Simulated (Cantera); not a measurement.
Charge: 1 mol Pb, 0.11 mol N₂, 1.1 mol O₂.

Cantera equilibrium calculation (NASA polynomials, part measured and part estimated; ideal gas, pure solids and liquids). Candidate condensed phases: Pb, PbO, PbO₂, Pb₃O₄; 12 gas species. Kinetics and transport are ignored.

Stable condensed phases, one row left out:

```
T in K \ P in Pa
              10      68     460    3200   22000  150000 1000000
   1450        A       A       A       B       B       B       B
   1350        A       A       B       B       B       B       B
   1250        A       B       B       B       B       B       B
   1150        B       B       B       B       B       B       B
   1050        B       B       B       B       B       B       B
    950        B       B       B       B       B       B       B
    850        B       B       B       B       B       B       B
    750        B       B       B       B       B       B       C
    550        B       B       B       C       C       C       D
    450        C       C       C       E       D       D       D
```

A: gas only; B: PbO; C: Pb₃O₄; D: PbO₂; E: PbO₂ + Pb₃O₄.

**Question.** Give the row for 650 K.

**Answer.** 10: PbO; 68: PbO; 460: PbO; 3200: PbO; 22000: PbO; 150000: Pb₃O₄; 1000000: Pb₃O₄.
